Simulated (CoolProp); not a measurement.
Vapour-liquid equilibrium of R22 (1) + R134a (2) at 0.0238 bar; x and y are mole fractions of (1).

The numbers come from the multi-fluid Helmholtz-energy mixture model, Kamei 1995 and Tillner-Roth 1994; pair parameters Bell 2016 in CoolProp.

```csv
x,bubble temperature (°C),y at the bubble point,dew temperature at overall composition x (°C),liquid density (mol/L)
0.05,[?],0.170,-85.5,15.27
0.125,-88.5,0.353,-86.2,15.48
0.2,-90.0,0.482,[?],15.70
0.275,-91.3,0.579,[?],15.91
0.35,-92.4,0.654,-88.5,16.12
0.425,-93.3,0.716,-89.3,16.33
0.5,-94.1,0.767,-90.3,16.55
0.575,-94.9,0.812,-91.2,16.77
0.65,-95.5,0.851,-92.3,16.99
0.725,-96.2,0.887,[?],[?]
0.8,[?],0.920,-94.7,17.46
0.875,-97.3,0.951,-95.9,17.70
0.95,-97.8,0.981,-97.3,17.95
```

Some entries are withheld; supply them.


- 0.05, bubble temperature (°C): -86.6
- 0.2, dew temperature at overall composition x (°C): -86.9
- 0.275, dew temperature at overall composition x (°C): -87.7
- 0.725, dew temperature at overall composition x (°C): -93.4
- 0.725, liquid density (mol/L): 17.22
- 0.8, bubble temperature (°C): -96.7

No azeotrope shows between x = 0.05 and 0.95.

The pair parameters rest on a limited set of measurements; away from them the model extrapolates.
